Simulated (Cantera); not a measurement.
An isothermal, constant-pressure homogeneous reactor starts with CO : O2 : H2O : N2 = 0.0036 : 0.0056 : 0.00079 : 1 (molar parts), equivalence ratio 0.32, at 1025 K and 1.40 bar.

Model: GRI-Mech 3.0 (53 species, 325 reactions), integrated in Cantera.

### Question
Predict: x(CO) at 4.00 s; x(O2) at 4.00 s; x(H2O) at 4.00 s; x(NO2) at 4.00 s; x(N2O) at 4.00 s.

### Answer
- x(CO) at 4.00 s = 0.00123 (gas-phase equilibrium 6.90e-12)
- x(O2) at 4.00 s = 0.00438 (gas-phase equilibrium 0.00377)
- x(H2O) at 4.00 s = 0.000779 (gas-phase equilibrium 0.000784)
- x(NO2) at 4.00 s = 1.74e-9 (gas-phase equilibrium 4.43e-8)
- x(N2O) at 4.00 s = 5.09e-7 (gas-phase equilibrium 6.58e-10)
